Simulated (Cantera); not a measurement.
Source: NASA polynomial tables (part measured, part estimated), evaluated in Cantera. Values are per mole of reaction as written; species without (g) are pure solids or liquids, kept so even where they would boil at 1 bar.

S + Pb ⇌ PbS(g)

```csv
T (K),ΔH° (kJ),ΔS° (J/K),ΔG° (kJ),log10 K,condensed phases
300,131.8,154.5,85.4,-14.88,"S(s), Pb(s)"
425,127.3,142.6,66.7,-8.20,"S(l), Pb(s)"
500,124.9,137.3,56.2,-5.87,"S(l), Pb(s)"
575,122.5,132.9,46.1,-4.19,"S(l), Pb(s)"
650,115.6,121.4,36.7,-2.95,"S(l), Pb(l)"
725,113.8,118.8,27.7,-1.99,"S(l), Pb(l)"
800,[?],[?],[?],[?],"S(l), Pb(l)"
875,[?],[?],[?],[?],"S(l), Pb(l)"
950,108.2,112.1,1.7,-0.09,"S(l), Pb(l)"
1025,106.3,110.2,-6.6,0.34,"S(l), Pb(l)"
```

Fill in the missing entries.


- 800, ΔH° (kJ): 112.0
- 800, ΔS° (J/K): 116.5
- 800, ΔG° (kJ): 18.8
- 800, log10 K: -1.23
- 875, ΔH° (kJ): 110.2
- 875, ΔS° (J/K): 114.2
- 875, ΔG° (kJ): 10.2
- 875, log10 K: -0.61
